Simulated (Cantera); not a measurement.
Feed: 1 mol Fe₂O₃, 0.22 mol HCl, 0.57 mol N₂, held at 0.220 bar.

Equilibrium computed with Cantera from the NASA thermochemical tables; the gas is ideal and each condensed phase is pure. Candidate condensed phases: Fe, FeCl₂, FeCl₃, FeO, Fe(OH)₂, Fe(OH)₃, Fe₂O₃, Fe₃O₄, H₂O, NH₄Cl; 37 gas species. Kinetics and transport are ignored.

Question: At 1598 K, list the 5 most abundant gas species with their mole fractions, and the condensed phases.

Answer: N₂ 0.592, O₂ 0.173, HCl 0.150, H₂O 0.0394, FeCl₂ 0.0290. Condensed: Fe₃O₄(s).
